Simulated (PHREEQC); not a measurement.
Solution A (67 mmol/kgw CdCl2 and 0.85 mmol/kgw HCl) is mixed with solution B (18 mmol/kgw CdSO4) at 85 °C; shares are by mass of water, 1 kg in all. O2 is buffered at 0.21 atm. The system is closed to CO2. Solids allowed: Cd(OH)2. Others were left out.

Model: ion-association model, phreeqc.dat, run in PHREEQC.

```json
[
 {"share of solution B": "0", "pH": "3.16", "CdCl+ (mol/kgw)": "0.0421", "CdCl2 (mol/kgw)": "0.00864", "Cd(SO4)2-2 (mol/kgw)": "0"},
 {"share of solution B": "0.1", "pH": "3.27", "CdCl+ (mol/kgw)": "0.0384", "CdCl2 (mol/kgw)": "0.00724", "Cd(SO4)2-2 (mol/kgw)": "(withheld)"},
 {"share of solution B": "0.2", "pH": "3.38", "CdCl+ (mol/kgw)": "(withheld)", "CdCl2 (mol/kgw)": "0.00593", "Cd(SO4)2-2 (mol/kgw)": "2.33e-5"},
 {"share of solution B": "0.3", "pH": "3.50", "CdCl+ (mol/kgw)": "0.0306", "CdCl2 (mol/kgw)": "0.00472", "Cd(SO4)2-2 (mol/kgw)": "5.30e-5"},
 {"share of solution B": "0.4", "pH": "3.61", "CdCl+ (mol/kgw)": "0.0265", "CdCl2 (mol/kgw)": "(withheld)", "Cd(SO4)2-2 (mol/kgw)": "9.47e-5"},
 {"share of solution B": "0.5", "pH": "3.73", "CdCl+ (mol/kgw)": "0.0223", "CdCl2 (mol/kgw)": "0.00261", "Cd(SO4)2-2 (mol/kgw)": "(withheld)"},
 {"share of solution B": "0.6", "pH": "(withheld)", "CdCl+ (mol/kgw)": "0.0180", "CdCl2 (mol/kgw)": "(withheld)", "Cd(SO4)2-2 (mol/kgw)": "0.000214"},
 {"share of solution B": "0.7", "pH": "(withheld)", "CdCl+ (mol/kgw)": "0.0136", "CdCl2 (mol/kgw)": "0.00102", "Cd(SO4)2-2 (mol/kgw)": "0.000290"},
 {"share of solution B": "0.8", "pH": "4.25", "CdCl+ (mol/kgw)": "0.00909", "CdCl2 (mol/kgw)": "0.000477", "Cd(SO4)2-2 (mol/kgw)": "(withheld)"},
 {"share of solution B": "0.9", "pH": "4.58", "CdCl+ (mol/kgw)": "0.00453", "CdCl2 (mol/kgw)": "0.000125", "Cd(SO4)2-2 (mol/kgw)": "0.000475"},
 {"share of solution B": "1", "pH": "5.63", "CdCl+ (mol/kgw)": "0", "CdCl2 (mol/kgw)": "0", "Cd(SO4)2-2 (mol/kgw)": "0.000582"}
]
```

**Question.** Some entries are withheld; supply them.

**Answer.** 
- 0.1, Cd(SO4)2-2 (mol/kgw): 5.73e-6
- 0.2, CdCl+ (mol/kgw): 0.0345
- 0.4, CdCl2 (mol/kgw): 0.00360
- 0.5, Cd(SO4)2-2 (mol/kgw): 0.000148
- 0.6, pH: 3.87
- 0.6, CdCl2 (mol/kgw): 0.00174
- 0.7, pH: 4.04
- 0.8, Cd(SO4)2-2 (mol/kgw): 0.000378

Complexes and solids missing from the database can't appear. At this temperature some constants are extrapolated from 25 °C, and those without enthalpy data are left unchanged.
